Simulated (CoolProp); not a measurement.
The fluoroketone C6F12O (FK-5-1-12) along the isotherm 293.9 K: fugacity coefficient from the reference equation and from simpler models built on Tc = 441.8 K, pc = 1.869 MPa, ω = 0.471; each cubic takes its own stable root.

Values from CoolProp's reference Helmholtz-energy equation of state, McLinden 2015.

| p (MPa) | phase | reference |
|---|---|---|
| 1.56 | liquid | 0.02369 |
| 3.12 | liquid | 0.01341 |
| 4.67 | liquid | 0.01013 |
| 6.23 | liquid | 0.008589 |
| 7.79 | liquid | 0.007766 |
| 9.35 | liquid | 0.007312 |
| 10.9 | liquid | 0.007080 |
| 12.5 | liquid | 0.006992 |
| 14 | liquid | 0.007014 |
| 15.6 | liquid | 0.007124 |
| 17.1 | liquid | 0.007297 |
| 18.7 | liquid | 0.007547 |

Problem. How far does each simpler model (van der Waals, Soave-Redlich-Kwong, Peng-Robinson) lie from the reference over these 12 states: mean and median of the absolute difference, and the worst?

Solution. 
- van der Waals: mean 1165.2 %, median 1139.0 %, worst +1698.1 % at 293.9 K and 18.7 MPa
- Soave-Redlich-Kwong: mean 7.4 %, median 7.5 %, worst +12.8 % at 293.9 K and 18.7 MPa
- Peng-Robinson: mean 1.6 %, median 1.4 %, worst -3.7 % at 293.9 K and 18.7 MPa
